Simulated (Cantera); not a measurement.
A Cantera script and what it prints.

```python
import numpy as np
import cantera as ct

gas_names = """
    Br Br2 H HBr HO2 H2 H2O H2O2 Mg MgBr MgBr2 MgH MgO MgOH MgO2H2 Mg2 O OH O2 O3
""".split()
cond_names = """
    Br2(cr) Br2(L) H2O(s) H2O(L) Mg(cr) Mg(L) MgBr2(s) MgBr2(L) MgO(s) MgO(L) MgO2H2(s)
""".split()


# ... load() reads the species with a 1 bar reference pressure and builds the phases ...
atoms = {
    'MgO': {'Mg': 1, 'O': 1},
    'HBr': {'H': 1, 'Br': 1},
}
top_T = {}  # K; cautious upper limits of use, not melting points


# ... equilibrate(T, P, feed) seeds the gas with the atoms and calls Mixture.equilibrate('TP', solver="vcs", rtol=1e-11, max_steps=5000) ...
results = []
feed = {'MgO': 1, 'HBr': 22}  # mol
T = 1000  # K
P = 22  # Pa
mix = equilibrate(T, P, feed)
results.append((T, P, feed, dict(zip(mix.species_names, mix.species_moles))))
x = sorted(zip(gas.X, gas.species_names), reverse=True)
print(f"T = {T:g} K  P = {P:g} Pa  gas = {mix.phase_moles(0):.4g} mol")
print("   x: " + "  ".join(f"{s} {v:.3e}" for v, s in x if v > 1e-05))
print("   condensed (mol): " + ("  ".join(f"{mix.phase(i).name} {mix.phase_moles(i):.4g}"
      for i in range(1, mix.n_phases) if mix.phase_moles(i) > 1e-12) or "none"))
```

Output:

```
T = 1000 K  P = 22 Pa  gas = 22.05 mol
   x: HBr 9.595e-01  H2O 1.643e-02  MgBr2 1.643e-02  Br 4.882e-03  H2 2.601e-03  Br2 1.595e-04
   condensed (mol): MgO(s) 0.6376
```

Method: chemical equilibrium by Gibbs-energy minimisation in Cantera with the NASA 1993 tables (ideal gas, pure condensed phases).
